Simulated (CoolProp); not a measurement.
Properties of R115 along the isotherm 500 K (Tc = 353.1 K, pc = 31.29 bar, ω = 0.248).

Values from CoolProp's reference Helmholtz-energy equation of state, Lemmon 2016.

```json
[
 {"p (bar)": "1.42", "phase": "gas", "cv (kJ/(kg K))": "0.8701", "speed of sound (m/s)": "168.5", "Joule-Thomson coefficient (K/MPa)": "3.602", "isothermal compressibility (1/MPa)": "7.072"},
 {"p (bar)": "2.84", "phase": "gas", "cv (kJ/(kg K))": "0.8704", "speed of sound (m/s)": "167.9", "Joule-Thomson coefficient (K/MPa)": "3.615", "isothermal compressibility (1/MPa)": "3.551"},
 {"p (bar)": "4.27", "phase": "gas", "cv (kJ/(kg K))": "0.8708", "speed of sound (m/s)": "167.3", "Joule-Thomson coefficient (K/MPa)": "3.627", "isothermal compressibility (1/MPa)": "2.372"},
 {"p (bar)": "5.69", "phase": "gas", "cv (kJ/(kg K))": "0.8712", "speed of sound (m/s)": "166.7", "Joule-Thomson coefficient (K/MPa)": "3.639", "isothermal compressibility (1/MPa)": "1.788"},
 {"p (bar)": "7.11", "phase": "gas", "cv (kJ/(kg K))": "0.8715", "speed of sound (m/s)": "166.1", "Joule-Thomson coefficient (K/MPa)": "3.651", "isothermal compressibility (1/MPa)": "1.437"},
 {"p (bar)": "8.53", "phase": "gas", "cv (kJ/(kg K))": "0.8719", "speed of sound (m/s)": "165.6", "Joule-Thomson coefficient (K/MPa)": "3.663", "isothermal compressibility (1/MPa)": "1.203"},
 {"p (bar)": "9.96", "phase": "gas", "cv (kJ/(kg K))": "0.8723", "speed of sound (m/s)": "165.0", "Joule-Thomson coefficient (K/MPa)": "3.674", "isothermal compressibility (1/MPa)": "1.035"},
 {"p (bar)": "11.4", "phase": "gas", "cv (kJ/(kg K))": "0.8727", "speed of sound (m/s)": "164.4", "Joule-Thomson coefficient (K/MPa)": "3.686", "isothermal compressibility (1/MPa)": "0.9080"},
 {"p (bar)": "12.8", "phase": "gas", "cv (kJ/(kg K))": "0.8731", "speed of sound (m/s)": "163.9", "Joule-Thomson coefficient (K/MPa)": "3.696", "isothermal compressibility (1/MPa)": "0.8122"},
 {"p (bar)": "14.2", "phase": "gas", "cv (kJ/(kg K))": "0.8734", "speed of sound (m/s)": "163.3", "Joule-Thomson coefficient (K/MPa)": "3.707", "isothermal compressibility (1/MPa)": "0.7352"},
 {"p (bar)": "15.6", "phase": "gas", "cv (kJ/(kg K))": "0.8738", "speed of sound (m/s)": "162.8", "Joule-Thomson coefficient (K/MPa)": "3.717", "isothermal compressibility (1/MPa)": "0.6721"}
]
```
